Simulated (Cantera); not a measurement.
## Pyrogenic steam for wet oxidation

An isothermal, constant-pressure homogeneous reactor starts with H2 : O2 : N2 = 0.34 : 1 : 16 (molar parts), at 1125 K and 90.0 Torr.

Cantera simulation using the H2/O2 subset of GRI-Mech 3.0, which has no nitrogen chemistry; the numbers are that mechanism's predictions, not measurements.

```json
[
 {"t (s)": "2.00e-5", "x H2": "0.0196", "x O2": "0.0577", "x H2O": "<1e-12", "x H2O2": "<1e-12", "x H": "3.87e-11"},
 {"t (s)": "5.87e-5", "x H2": "0.0196", "x O2": "0.0577", "x H2O": "1.72e-11", "x H2O2": "<1e-12", "x H": "1.13e-10"},
 {"t (s)": "0.000172", "x H2": "0.0196", "x O2": "0.0577", "x H2O": "2.94e-10", "x H2O2": "<1e-12", "x H": "4.57e-10"},
 {"t (s)": "0.000505", "x H2": "0.0196", "x O2": "0.0577", "x H2O": "9.93e-9", "x H2O2": "2.08e-12", "x H": "7.19e-9"},
 {"t (s)": "0.00148", "x H2": "0.0196", "x O2": "0.0577", "x H2O": "1.90e-5", "x H2O2": "6.56e-10", "x H": "1.23e-5"},
 {"t (s)": "0.00435", "x H2": "0.000902", "x O2": "0.0478", "x H2O": "0.0166", "x H2O2": "1.62e-7", "x H": "0.00380"},
 {"t (s)": "0.0128", "x H2": "0.000170", "x O2": "0.0481", "x H2O": "0.0194", "x H2O2": "1.72e-7", "x H": "0.000266"},
 {"t (s)": "0.0374", "x H2": "1.63e-5", "x O2": "0.0483", "x H2O": "0.0197", "x H2O2": "7.95e-8", "x H": "6.93e-6"},
 {"t (s)": "0.110", "x H2": "1.71e-6", "x O2": "0.0483", "x H2O": "0.0198", "x H2O2": "1.98e-8", "x H": "2.67e-7"},
 {"t (s)": "0.322", "x H2": "2.60e-7", "x O2": "0.0483", "x H2O": "0.0198", "x H2O2": "4.74e-9", "x H": "1.99e-8"},
 {"t (s)": "0.945", "x H2": "5.63e-8", "x O2": "0.0483", "x H2O": "0.0198", "x H2O2": "1.29e-9", "x H": "2.34e-9"},
 {"t (s)": "2.77", "x H2": "1.52e-8", "x O2": "0.0483", "x H2O": "0.0198", "x H2O2": "3.90e-10", "x H": "3.55e-10"},
 {"t (s)": "8.13", "x H2": "4.63e-9", "x O2": "0.0483", "x H2O": "0.0198", "x H2O2": "1.27e-10", "x H": "6.27e-11"},
 {"t (s)": "23.9", "x H2": "1.60e-9", "x O2": "0.0483", "x H2O": "0.0198", "x H2O2": "4.49e-11", "x H": "1.30e-11"},
 {"t (s)": "70.0", "x H2": "7.54e-10", "x O2": "0.0483", "x H2O": "0.0198", "x H2O2": "2.13e-11", "x H": "4.25e-12"}
]
```
x: mole fraction; the columns are a selection and need not sum to one.

Equilibrium at this temperature and pressure: H2 6.31e-10, O2 0.0483, H2O 0.0198, H2O2 1.77e-11, H 3.24e-12 (gas phase only).
